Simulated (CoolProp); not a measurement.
Saturation properties of isohexane.

Values from CoolProp's reference Helmholtz-energy equation of state, Lemmon 2006. It is a short technical equation, of lower accuracy than the large ones.

```
T (K)  p (kPa)  enthalpy of vaporisation (kJ/kg)  liquid cp (kJ/(kg K))  surface tension (mN/m)
-----  -------  --------------------------------  ---------------------  ----------------------
232.8   0.7459                             388.3                  1.952                    23.7
261.2    4.716                             370.7                  2.067                    20.7
289.6    19.58                             352.8                  2.195                    17.7
317.9    60.22                             334.0                  2.332                    14.9
346.3    150.3                             313.3                  2.480                    12.1
374.7    320.5                             289.8                  2.642                    9.47
403      606.2                             262.1                  2.828                    6.93
431.4     1052                             227.6                  3.068                    4.53
459.8     1707                             181.0                  3.483                    2.32
488.1     2640                             101.2                  5.654                   0.451
```

It boils at 333.4 K under 1 atm.

Surface tension comes from a separate correlation (Mulero 2012).
